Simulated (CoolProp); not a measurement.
Properties of sulfur dioxide along the isotherm 181.45 °C.

Values from CoolProp's reference Helmholtz-energy equation of state, Gao 2016.

| p (MPa) | phase | Z | cv (kJ/(kg K)) | Joule-Thomson coefficient (K/MPa) | isothermal compressibility (1/MPa) | expansivity (1/kK) | fugacity coefficient |
|---|---|---|---|---|---|---|---|
| 2.19 | gas | 0.9160 | 0.6095 | 10.80 | 0.5009 | 2.978 | 0.9215 |
| 4.38 | gas | 0.8208 | 0.6519 | 10.77 | 0.2852 | 4.292 | 0.8450 |
| 6.57 | gas | 0.7084 | 0.7100 | 10.49 | 0.2325 | 6.956 | 0.7698 |
| 8.76 | supercritical | 0.5643 | 0.7968 | 9.477 | 0.2518 | 14.65 | 0.6948 |
| 11 | supercritical | 0.3681 | 0.8915 | 5.983 | 0.2821 | 36.68 | 0.6159 |
| 13.1 | supercritical | 0.3147 | 0.8404 | 2.974 | 0.07802 | 16.66 | 0.5478 |
| 15.3 | supercritical | 0.3276 | 0.8053 | 1.872 | 0.03613 | 9.796 | 0.4929 |
| 17.5 | supercritical | 0.3519 | 0.7860 | 1.350 | 0.02303 | 7.245 | 0.4510 |
| 19.7 | supercritical | 0.3794 | 0.7738 | 1.039 | 0.01685 | 5.904 | 0.4184 |
